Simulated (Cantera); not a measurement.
Source: NASA polynomial tables (part measured, part estimated), evaluated in Cantera. Values are per mole of reaction as written; species without (g) are pure solids or liquids, kept so even where they would boil at 1 bar. The tables' values for C2F4, SiF2 are old estimates.

C + 2 SiF4(g) → CF4(g) + 2 SiF2(g), with ΔH° = 1121.1 kJ and ΔS° = 203.3 J/K at 300 K.

### Question
How far is the shortcut ΔG° ≈ ΔH°(300 K) − T·ΔS°(300 K) from the full temperature-dependent value at 1723, 1748, 1773, 1798, 1823, 1848, 1873, 1898, 1923 K?

### Answer
```tsv
T (K)	shortcut (kJ)	full (kJ)	difference (kJ)	difference in log10 K
1723	770.8	789.2	-18.4	0.56
1748	765.7	784.7	-18.9	0.57
1773	760.6	780.1	-19.5	0.57
1798	755.6	775.6	-20.1	0.58
1823	750.5	771.1	-20.7	0.59
1848	745.4	766.6	-21.2	0.60
1873	740.3	762.2	-21.8	0.61
1898	735.2	757.7	-22.4	0.62
1923	730.1	753.2	-23.1	0.63
```
The shortcut ignores the heat-capacity change of the reaction.
